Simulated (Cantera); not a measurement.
Input: 1 mol SiO₂, 0.014 mol Si, 3.6 mol N₂, held at 1600 K and 13.3 mbar.

Equilibrium computed with Cantera from the NASA thermochemical tables; the gas is ideal and each condensed phase is pure. Candidate condensed phases: Si, SiO₂, Si₂N₂O, Si₃N₄; 16 gas species. The tables hold silica as quartz up to 1696 K and as liquid above; real silica turns to tridymite and cristobalite and melts near 1996 K. The numbers say what is thermodynamically allowed, not how fast it happens.

Base state: N₂ 0.992, SiO 0.00772 (mole fractions); condensed: SiO₂(β-quartz).

Question: What changes in the equilibrium state with this change: 0.022 mol O₂ added?

Answer: 
| species | before | after |
|---|---|---|
| N₂ | 0.992 | 0.998 |
| O₂ | <1e-9 | 0.00211 |
| NO | <1e-9 | 0.000218 |
| SiO | 0.00772 | 2.41e-9 |
| SiO₂(β-quartz), mol | 0.986 | 1.01 |

Question: What changes in the equilibrium state with this change: pressure from 13.3 mbar to 1.60 bar?

Answer: 
```csv
species,before,after
N₂,0.992,1.000
SiO,0.00772,1.46e-5
"SiO₂(β-quartz), mol",0.986,0.995
"Si₂N₂O(s), mol",0,0.00932
```
Mutual solubility and eutectic melting of coexisting phases are not modelled.

Question: What changes in the equilibrium state with this change: pressure from 13.3 mbar to 6.40 bar?

Answer: 
```tsv
species	before	after
N₂	0.992	1.000
SiO	0.00772	2.30e-6
SiO₂(β-quartz), mol	0.986	0.995
Si₂N₂O(s), mol	0	0.00933
```
Mutual solubility and eutectic melting of coexisting phases are not modelled.
